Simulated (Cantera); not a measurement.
A closed system holds: 1 mol FeS₂, 5.6 mol H₂, 2.7 mol H₂O, equilibrated at 1725 K and 0.100 bar.

Cantera equilibrium calculation (NASA polynomials, part measured and part estimated; ideal gas, pure solids and liquids). Candidate condensed phases: Fe, FeO, Fe(OH)₂, Fe(OH)₃, FeS, FeSO₄, FeS₂, Fe₂O₃, Fe₂(SO₄)₃, Fe₃O₄, H₂O, H₂SO₄, S; 22 gas species. FeS: taken at fixed stoichiometry. Equilibrium is a limit: real reactors are often held back by kinetics, nucleation or transport.

Base state: H₂ 0.604, H₂O 0.310, H₂S 0.0472, S₂ 0.0308, SH 0.00480, SO₂ 0.00135, SO 0.000836, H 0.000457 (mole fractions); condensed: FeS(l).

**Question.** What changes in the equilibrium state with this change: pressure from 0.100 bar to 1 atm?

**Answer.** 
| species | before | after |
|---|---|---|
| H₂ | 0.604 | 0.574 |
| H₂O | 0.310 | 0.320 |
| H₂S | 0.0472 | 0.0904 |
| S₂ | 0.0308 | 0.0124 |
| Fe | 2.50e-5 | 1.22e-6 |
| S | 0.000219 | 4.36e-5 |
| SO | 0.000836 | 0.000181 |
| SO₂ | 0.00135 | 0.000317 |
| H | 0.000457 | 0.000140 |
| FeS(l), mol | 1.000 | 1.000 |
